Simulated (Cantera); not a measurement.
A perfectly stirred reactor is fed with H2 : O2 : N2 = 0.015 : 1 : 0.21 (molar parts), at 0.0267 bar; it is held at 1225 K, and followed from long to short residence time.

Cantera simulation using the H2/O2 subset of GRI-Mech 3.0, which has no nitrogen chemistry; the numbers are that mechanism's predictions, not measurements. Radical loss at walls, strong at low pressure, is not modelled.

Question: Predict: x(H2) at τ = 2.10 s; x(O2) at τ = 2.10 s; x(H) at τ = 2.10 s; x(O) at τ = 2.10 s; x(HO2) at τ = 2.10 s; x(H2) at τ = 0.130 s; x(O2) at τ = 0.130 s; x(H) at τ = 0.130 s; x(O) at τ = 0.130 s; x(HO2) at τ = 0.130 s.

Answer: 
| Quantity | Result |
|---|---|
| x(H2) at τ = 2.10 s | 2.55e-5 |
| x(O2) at τ = 2.10 s | 0.814 |
| x(H) at τ = 2.10 s | 1.27e-5 |
| x(O) at τ = 2.10 s | 0.000674 |
| x(HO2) at τ = 2.10 s | 5.01e-7 |
| x(H2) at τ = 0.130 s | 0.000125 |
| x(O2) at τ = 0.130 s | 0.812 |
| x(H) at τ = 0.130 s | 0.000150 |
| x(O) at τ = 0.130 s | 0.00332 |
| x(HO2) at τ = 0.130 s | 1.27e-6 |
